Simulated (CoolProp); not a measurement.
Vapour-liquid equilibrium of acetone (1) + n-heptane (2) at 347.5 K; x and y are mole fractions of (1).

Computed with CoolProp (multi-fluid Helmholtz-energy mixture model, Lemmon 2006 and Span 2003; pair parameters Bell 2016).

Problem. Give the bubble pressure and the first vapour's composition at x = 0.575, 0.725, 0.8. Is there an azeotrope?

Solution. x = 0.575: 0.1682 MPa, y = 0.806; x = 0.725: 0.1758 MPa, y = 0.841; x = 0.8: 0.1791 MPa, y = 0.865. No azeotrope shows between x = 0.05 and 0.95.

Pair parameters are fitted to limited data, so mixtures are less certain than the pure fluids. With so large a gap from Raoult's law the liquid may split in two, which this calculation doesn't test in full.
